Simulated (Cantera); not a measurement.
Cantera with NASA thermochemical tables; ideal gases at 1 bar, condensed phases pure. Values are per mole of reaction as written; species without (g) are pure solids or liquids, kept so even where they would boil at 1 bar.

Problem. Between 2325 and 2525 K, where is each reaction favourable under standard conditions?
- Cl2(g) → 2 Cl(g)

Solution. 
- Cl2(g) → 2 Cl(g): ΔG° is -30 kJ at 2325 K and -54 kJ at 2525 K; it stays negative (K > 1). ΔH° is 256 kJ and ΔS° 123 J/K at 2525 K.
